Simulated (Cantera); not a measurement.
Standard-state values (1 bar) from the NASA 1993 polynomials, evaluated with Cantera. Values are per mole of reaction as written; species without (g) are pure solids or liquids, kept so even where they would boil at 1 bar.

3 NH3(g) + 4 CrO3(g) → 3 NO(g) + 4 Cr + 9 OH(g)

```csv
T (K),ΔH° (kJ),ΔS° (J/K),ΔG° (kJ),log10 K,condensed phases
300,?,?,?,?,Cr(s)
1825,2006.9,832.8,487.1,-13.94,Cr(s)
1925,?,?,?,?,Cr(s)
2025,?,?,?,?,Cr(s)
2125,2032.3,845.6,235.4,-5.79,Cr(s)
2225,2118.1,885.9,147.0,-3.45,Cr(l)
```

What belongs in the gaps?


- 300, ΔH° (kJ): 1937.5
- 300, ΔS° (J/K): 738.0
- 300, ΔG° (kJ): 1716.1
- 300, log10 K: -298.79
- 1925, ΔH° (kJ): 2014.5
- 1925, ΔS° (J/K): 836.9
- 1925, ΔG° (kJ): 403.6
- 1925, log10 K: -10.95
- 2025, ΔH° (kJ): 2023.0
- 2025, ΔS° (J/K): 841.1
- 2025, ΔG° (kJ): 319.7
- 2025, log10 K: -8.25
